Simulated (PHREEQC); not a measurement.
Sulfide liquor: speciation

Dissolve 0.0017 mol Na2S and 5.7e-05 mol MnCl2 per kg of water at 30 °C. Closed to the air; pH follows from the charge balance.

Model: ion-association model, wateq4f.dat, run in PHREEQC.

```yaml
pH: 11.02
ionic_strength: 0.00352 mol/kgw
total_alkalinity: 3.40 meq/kg
```

```
species  molality  activity   log γ
-------  --------  --------  ------
Na+       0.00340   0.00319  -0.028
HS-       0.00166   0.00156  -0.029
OH-       0.00162   0.00152  -0.029
Cl-      0.000114  0.000107  -0.029
MnOH+     4.37e-5   4.10e-5  -0.028
S-2       3.57e-5   2.76e-5  -0.111
```

Precipitation was switched off in this run. Saturation is exceeded, for instance for Pyrochroite; the values hold only as long as no solid forms. The polysulfide entries of wateq4f.dat were taken out for this run.
